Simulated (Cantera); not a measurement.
Gas activation for diamond growth

An isothermal, constant-pressure homogeneous reactor starts with 2.50 % CH₄, 96.2 % H₂, 1.25 % N₂, at 2625 K and 12000 Pa.

Model: GRI-Mech 3.0 (53 species, 325 reactions), integrated in Cantera. GRI-Mech 3.0 stops at C3 and has no aromatics, soot or wall deposition, so with more carbon than oxygen in the feed, carbon stays in small species such as C2H2 where larger ones or solid carbon would form.

```csv
t (s),x CH₄,x H₂,x C₂H₂,x CH₃,x C₂H₆,x HCN
0.000300,0.00277,0.932,0.00937,0.00217,1.50e-7,3.73e-6
0.000884,0.000407,0.922,0.0114,0.000415,4.00e-9,9.45e-6
0.00260,6.46e-5,0.908,0.0116,8.50e-5,1.22e-10,1.57e-5
0.00766,1.58e-5,0.885,0.0115,2.84e-5,9.36e-12,2.43e-5
0.0226,9.40e-6,0.865,0.0113,2.11e-5,3.90e-12,5.07e-5
0.0665,8.85e-6,0.862,0.0113,2.04e-5,3.53e-12,0.000136
0.196,8.85e-6,0.862,0.0112,2.04e-5,3.53e-12,0.000369
0.576,8.83e-6,0.862,0.0109,2.04e-5,3.51e-12,0.000925
1.70,8.70e-6,0.862,0.0103,2.01e-5,3.40e-12,0.00204
5.00,8.41e-6,0.862,0.00944,1.94e-5,3.17e-12,0.00383
```
x: mole fraction; the columns are a selection and need not sum to one.

Equilibrium at this temperature and pressure: CH₄ 7.90e-6, H₂ 0.862, C₂H₂ 0.00791, CH₃ 1.82e-5, C₂H₆ 2.79e-12, HCN 0.00691 (gas phase only).
